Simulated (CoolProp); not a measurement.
The numbers come from the reference Helmholtz-energy equation of state, Span 2000 in CoolProp.

**Question.** Give the vapour pressure (kPa), liquid density (kg/m³), vapour density (kg/m³) of saturated nitrogen at 89.6, 102.1, 108.4 K.

**Answer.** 
| T (K) | p (kPa) | liquid density (kg/m³) | vapour density (kg/m³) |
|---|---|---|---|
| 89.6 | 348 | 747 | 14.6 |
| 102.1 | 898 | 676 | 37.0 |
| 108.4 | 1330 | 634 | 56.3 |
